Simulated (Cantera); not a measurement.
Cantera run:

```python
import numpy as np
import cantera as ct

gas_names = [...]  # 113 gases of nasa_gas.yaml made of C, Cu, H, O
cond_names = """
    C(gr) C6H6(L) C7H8(L) C8H18(L),n-octa Cu(cr) Cu(L) CuO(s) CuO2H2(s) Cu2O(s) Cu2O(L) H2O(s) H2O(L)
""".split()


# ... load() reads the species with a 1 bar reference pressure and builds the phases ...
atoms = {
    'Cu2O': {'Cu': 2, 'O': 1},
    'CO': {'C': 1, 'O': 1},
    'H2': {'H': 2},
    'C': {'C': 1},
}
top_T = {'C(gr)': 4500, 'CuO(s)': 1390}  # K; cautious upper limits of use, not melting points


# ... equilibrate(T, P, feed) seeds the gas with the atoms and calls Mixture.equilibrate('TP', solver="vcs", rtol=1e-11, max_steps=5000) ...
results = []
feed = {'Cu2O': 1, 'CO': 5.6, 'H2': 10, 'C': 3.6}  # mol
P = 1333.22  # Pa
for T in [1323, 1373, 1423, 1473, 1523, 1573, 1623, 1673, 1723, 1773]:
    mix = equilibrate(T, P, feed)
    results.append((T, P, feed, dict(zip(mix.species_names, mix.species_moles))))

top = {s: max(r[3][s] / sum(r[3][g] for g in gas_names) for r in results) for s in gas_names}
cols = sorted((s for s in top if top[s] > 1e-05), key=lambda s: -top[s])[:8]
seen = [c for c in cond_names if any(r[3].get(c, 0) > 1e-12 for r in results)]
print("log10 of partial pressures in bar; condensed amounts in mol")
print(f"{'T/K':>10s}" + "".join(f"{s[:9]:>10s}" for s in cols + seen))
for T, P, feed, n in results:
    ng = sum(n[g] for g in gas_names)
    print(f"{T:10.4g}" + "".join(f"{np.log10(max(n[s] / ng * P / 1e5, 1e-99)):10.3f}" for s in cols)
          + "".join(f"{n.get(c, 0):10.4g}" for c in seen))
```

Output:

```
log10 of partial pressures in bar; condensed amounts in mol
       T/K        H2        CO        Cu         H C2H2,acet       Cu2       CH4       H2O     C(gr)    Cu(cr)     Cu(L)
      1323    -2.095    -2.276    -6.571    -6.847    -8.179   -10.561    -6.358    -6.506       2.6         2         0
      1373    -2.095    -2.276    -6.102    -6.525    -7.858    -9.902    -6.489    -6.701       2.6         0     1.999
      1423    -2.095    -2.276    -5.679    -6.225    -7.560    -9.315    -6.610    -6.882       2.6         0     1.997
      1473    -2.095    -2.276    -5.286    -5.946    -7.282    -8.770    -6.723    -7.050       2.6         0     1.994
      1523    -2.096    -2.276    -4.919    -5.684    -7.023    -8.263    -6.829    -7.208       2.6         0     1.985
      1573    -2.096    -2.277    -4.577    -5.439    -6.781    -7.789    -6.929    -7.356       2.6         0     1.967
      1623    -2.097    -2.278    -4.255    -5.209    -6.555    -7.346    -7.024    -7.496     2.599         0      1.93
      1673    -2.099    -2.279    -3.954    -4.993    -6.344    -6.930    -7.114    -7.629     2.599         0      1.86
      1723    -2.103    -2.283    -3.671    -4.791    -6.146    -6.540    -7.203    -7.757     2.598         0     1.729
      1773    -2.109    -2.289    -3.404    -4.601    -5.963    -6.173    -7.293    -7.885     2.597         0     1.492
```

These are equilibrium values from Cantera (NASA tables, ideal gas, pure condensed phases), not measurements of a reactor.
